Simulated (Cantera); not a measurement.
Input: 1 mol CH3Cl, 0.42 mol CH4, 0.36 mol H2, at 1.33 mbar.

Method: chemical equilibrium by Gibbs-energy minimisation in Cantera with the NASA 1993 tables (ideal gas, pure condensed phases). Candidate condensed phases: C, C6H6, C7H8, C8H18; 91 gas species. Rates play no part.

**Question.** At 1850 K, list the 5 most abundant gas species with their mole fractions, and the condensed phases.

**Answer.** H2 0.678, HCl 0.306, H 0.0121, Cl 0.00416, C2H2 (acetylene) 0.000177. Condensed: C(graphite).
